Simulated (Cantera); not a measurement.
A Cantera script and what it prints.

```python
import numpy as np
import cantera as ct

gas_names = """
    CL CL2 H HCL H2 N NH NH2 NH3 N2 N2H2 N2H4 Si SiCL SiCL2 SiCL3 SiCL4 SiH SiHCL3 SiH2 SiH2CL2 SiH3
    SiH3CL SiH4 SiN Si2 Si2N Si3
""".split()
cond_names = """
    NH4CL(a) NH4CL(b) Si(cr) Si(L) Si3N4(a)
""".split()


def load(file, names, dense=False):
    # The tables refer to 1 bar. Condensed volumes are neglected.
    table = {s.name: s for s in ct.Species.list_from_file(file)}
    out = []
    for n in names:
        d = dict(table[n].input_data)
        d["thermo"] = dict(d["thermo"], **{"reference-pressure": 1e5})
        if dense:
            d["equation-of-state"] = {"model": "constant-volume", "density": "1e6 g/cm^3"}
        out.append(ct.Species.from_dict(d))
    return out


gas = ct.Solution(thermo="ideal-gas", species=load("nasa_gas.yaml", gas_names))
cond = {s.name: ct.Solution(thermo="fixed-stoichiometry", species=[s], name=s.name)
        for s in load("nasa_condensed.yaml", cond_names, dense=True)}
atoms = {
    'SiH2Cl2': {'Si': 1, 'H': 2, 'CL': 2},
    'N2': {'N': 2},
    'H2': {'H': 2},
}
top_T = {'Si3N4(a)': 2400}  # K; cautious upper limits of use, not melting points


def equilibrate(T, P, feed):
    n = {}
    for name, mol in feed.items():
        for a, k in atoms[name].items():
            n[a] = n.get(a, 0.0) + k * mol
    gas.TPX = T, P, n
    mass = sum(n.values()) * gas.mean_molecular_weight
    gas.equilibrate("TP")
    valid = [c for c in cond.values() if c.min_temp <= T <= top_T.get(c.name, c.max_temp)]
    mix = ct.Mixture([(gas, mass / gas.mean_molecular_weight)] + [(c, 0.0) for c in valid])
    mix.T, mix.P = T, P
    mix.equilibrate("TP", solver="vcs", rtol=1e-11, max_steps=5000)
    return mix


results = []
feed = {'SiH2Cl2': 1, 'N2': 62, 'H2': 20}  # mol
P = 13332.2  # Pa
for T in [1050, 1150, 1250, 1350, 1450, 1550, 1650, 1750, 1850, 1950]:
    mix = equilibrate(T, P, feed)
    results.append((T, P, feed, dict(zip(mix.species_names, mix.species_moles))))

top = {s: max(r[3][s] / sum(r[3][g] for g in gas_names) for r in results) for s in gas_names}
cols = sorted((s for s in top if top[s] > 0.0001), key=lambda s: -top[s])[:9]
seen = [c for c in cond_names if any(r[3].get(c, 0) > 1e-12 for r in results)]
print("log10 of partial pressures in bar; condensed amounts in mol")
print(f"{'T/K':>10s}" + "".join(f"{s[:9]:>10s}" for s in cols + seen))
for T, P, feed, n in results:
    ng = sum(n[g] for g in gas_names)
    print(f"{T:10.4g}" + "".join(f"{np.log10(max(n[s] / ng * P / 1e5, 1e-99)):10.3f}" for s in cols)
          + "".join(f"{n.get(c, 0):10.4g}" for c in seen))
```

It prints:

```
log10 of partial pressures in bar; condensed amounts in mol
       T/K        N2        H2       HCL     SiCL2         H        Si  Si3N4(a)
      1050    -1.008    -1.495    -2.495    -9.124    -8.838   -20.539    0.3333
      1150    -1.008    -1.495    -2.495    -7.979    -7.875   -17.530    0.3333
      1250    -1.008    -1.495    -2.495    -7.021    -7.063   -15.008    0.3333
      1350    -1.008    -1.495    -2.495    -6.209    -6.370   -12.863    0.3332
      1450    -1.008    -1.495    -2.496    -5.513    -5.772   -11.018    0.3326
      1550    -1.008    -1.495    -2.499    -4.915    -5.249    -9.414    0.3307
      1650    -1.008    -1.495    -2.506    -4.403    -4.789    -8.008    0.3249
      1750    -1.008    -1.494    -2.526    -3.977    -4.380    -6.765     0.311
      1850    -1.008    -1.493    -2.564    -3.643    -4.015    -5.659    0.2844
      1950    -1.008    -1.492    -2.626    -3.400    -3.687    -4.669    0.2404
```

These are equilibrium values from Cantera (NASA tables, ideal gas, pure condensed phases), not measurements of a reactor. N2 is the only nitrogen source here; it is nearly inert below about 1500 K, so the nitride shown seldom forms there in practice. The tables' values for SiCl, SiN, SiCl3 are old estimates; treat these amounts as uncertain. Gases not in the tables: Si2H6 and higher silanes.
